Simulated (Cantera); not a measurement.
A closed system holds: 1 mol C₂H₅OH, 0.036 mol CO₂, at 1073.15 K and 6700000 Pa.

Cantera equilibrium calculation (NASA polynomials, part measured and part estimated; ideal gas, pure solids and liquids). The ideal-gas law is rough above about 30 bar. The numbers say what is thermodynamically allowed, not how fast it happens.

```json
[
 {"species": "H₂", "before": "0.321", "after": "0.717"},
 {"species": "CO", "before": "0.0796", "after": "0.264"},
 {"species": "C₂H₂ (acetylene)", "before": "2.31e-9", "after": "0.00954"},
 {"species": "CH₄", "before": "0.317", "after": "0.00478"},
 {"species": "H₂O", "before": "0.222", "after": "0.000273"},
 {"species": "CO₂", "before": "0.0596", "after": "1.59e-5"},
 {"species": "H", "before": "<1e-9", "after": "0.00323"},
 {"species": "C₄H₂", "before": "<1e-9", "after": "5.25e-5"},
 {"species": "CH₃", "before": "1.73e-8", "after": "0.000382"},
 {"species": "C₃H₄ (propyne)", "before": "<1e-9", "after": "1.59e-5"},
 {"species": "C₃H₃ (propargyl)", "before": "<1e-9", "after": "1.39e-5"},
 {"species": "C₂H₃ (vinyl)", "before": "<1e-9", "after": "1.28e-5"},
 {"species": "C(graphite), mol", "before": "0.873", "after": "0.863"}
]
```
Gas species are given as mole fractions.

**Question.** Name the change that produced these shifts.
A) temperature from 1073.15 K to 848 K
B) temperature from 1073.15 K to 2550 K
C) CO₂ from 0.036 to 1.7 mol
D) C₂H₅OH replaced by C₂H₂

**Answer.** B, temperature from 1073.15 K to 2550 K
